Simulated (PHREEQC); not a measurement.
**City or well water (model solution)**

Synthetic water in mmol/kgw, 30 °C, pH 7.02, pe 0.2:

| constituent | mmol/kgw |
|---|---|
| Na | 0.547 |
| K | 0.393 |
| Ca | 2.3 |
| Mg | 1.35 |
| Cl | 1.34 |
| S(6) | 2.76 |
| Alkalinity (meq/kgw) | 1.31 |
| Mn(2) | 0.00137 |
| Br | 0.226 |
| Si | 0.00407 |
| Li | 0.00542 |
| F | 0.0115 |
| B | 0.00763 |

Cl is adjusted to close the charge balance.
Valence states are taken as typed.

The numbers come from PHREEQC with the ion-association model, phreeqc.dat.

- ionic strength: 0.0123 mol/kgw
- specific conductance: 892 µS/cm

```csv
species,molality,activity,log γ
SO4-2,0.00217,0.00139,-0.193
Ca+2,0.00195,0.00126,-0.191
HCO3-,0.00127,0.00114,-0.048
Cl-,0.00118,0.00105,-0.050
Mg+2,0.00108,0.000701,-0.187
Na+,0.000543,0.000485,-0.049
K+,0.000389,0.000346,-0.050
CaSO4,0.000322,0.000323,0.001
MgSO4,0.000259,0.000260,0.001
CO2,0.000231,0.000232,0.001
Br-,0.000226,0.000201,-0.051
CaHCO3+,2.18e-5,1.96e-5,-0.047
F-,1.09e-5,9.74e-6,-0.050
MgHCO3+,1.07e-5,9.58e-6,-0.050
```

Precipitation was switched off in this run. SiF6-2 is the database's only silicon fluoride. Real BF4- forms and hydrolyses slowly; the run takes it at equilibrium.
